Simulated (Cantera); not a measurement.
An isothermal, constant-pressure homogeneous reactor starts with H2 : O2 : N2 = 0.0074 : 1 : 1 (molar parts), equivalence ratio 0.0037, at 1375 K and 0.0133 bar. Integrator tolerance rtol = 1e-08.

Model: GRI-Mech 3.0 (53 species, 325 reactions), integrated in Cantera. Radical loss at walls, strong at low pressure, is not modelled.

Task: What does this change do: temperature 1375 to 925 K?

Result: 
```
quantity                                            before                                     after
----------------  ----------------------------------------  ----------------------------------------
x(H2) at 7.00 s    5.85e-7 (gas-phase equilibrium 1.39e-8)    2.07e-8 (gas-phase equilibrium <1e-12)
x(O2) at 7.00 s        0.497 (gas-phase equilibrium 0.497)       0.497 (gas-phase equilibrium 0.497)
x(NO2) at 7.00 s  4.29e-11 (gas-phase equilibrium 1.11e-6)  1.11e-11 (gas-phase equilibrium 2.65e-7)
x(O) at 7.00 s    0.000166 (gas-phase equilibrium 3.91e-6)  1.62e-6 (gas-phase equilibrium 8.24e-11)
x(NO) at 7.00 s   2.18e-7 (gas-phase equilibrium 0.000773)   1.61e-9 (gas-phase equilibrium 1.58e-5)
x(OH) at 7.00 s   0.000108 (gas-phase equilibrium 1.68e-5)   2.31e-6 (gas-phase equilibrium 1.66e-8)
```
Below about 950 K walls govern HO2 and H2O2 in real vessels.
